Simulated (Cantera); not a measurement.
A freely propagating, adiabatic, planar premixed flame of 29.7 % H2, 16.7 % O2, 53.5 % N2, equivalence ratio 0.89, unburnt at 600 K and 660000 Pa; mixture-averaged transport, grid criteria slope 0.08 and curve 0.16, no radiation.

Detailed kinetics in Cantera: the H2/O2 subset of GRI-Mech 3.0, which has no nitrogen chemistry. The hydrogen kinetics of GRI-Mech 3.0 are dated; newer H2 mechanisms differ, most at raised pressure. Burning velocities carry a grid error of a few per cent, more on coarse grids.

Predict: laminar burning velocity; thermal thickness; peak x(O); peak x(H); peak x(H2O2).


```json
{
 "laminar_burning_velocity": "703 cm/s",
 "thermal_thickness": "0.0392 mm",
 "peak x(O)": "0.0105",
 "peak x(H)": "0.0275",
 "peak x(H2O2)": "9.95e-5"
}
```
